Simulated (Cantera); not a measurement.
## Hydrocarbon pyrolysis for carbon deposition

A perfectly stirred reactor is fed with C2H6 : N2 = 1 : 19 (molar parts), at 5.25 Torr; it is held at 1798 K, and followed from long to short residence time.

Model: GRI-Mech 3.0 (53 species, 325 reactions), integrated in Cantera. GRI-Mech 3.0 stops at C3 and has no aromatics, soot or wall deposition, so with more carbon than oxygen in the feed, carbon stays in small species such as C2H2 where larger ones or solid carbon would form. Radical loss at walls, strong at low pressure, is not modelled.

```csv
τ (s),x C2H6,x C2H,x H2,x C2H2,x CH3,x C2H4
1.8,1.14e-5,4.77e-6,0.0865,0.0439,0.000568,7.10e-5
0.96,2.11e-5,4.89e-6,0.0852,0.0434,0.000781,0.000128
0.52,3.84e-5,5.06e-6,0.0836,0.0428,0.00106,0.000227
0.28,7.01e-5,5.27e-6,0.0815,0.0420,0.00145,0.000397
0.15,0.000128,5.53e-6,0.0788,0.0408,0.00199,0.000689
0.084,0.000223,5.81e-6,0.0756,0.0394,0.00266,0.00113
0.046,0.000396,6.11e-6,0.0716,0.0374,0.00360,0.00185
0.025,0.000706,6.39e-6,0.0667,0.0347,0.00488,0.00299
0.014,0.00122,6.57e-6,0.0610,0.0313,0.00648,0.00456
0.0075,0.00219,6.54e-6,0.0538,0.0267,0.00873,0.00689
0.0041,0.00383,6.12e-6,0.0458,0.0211,0.0115,0.00965
```
x: mole fraction; the columns are a selection and need not sum to one.
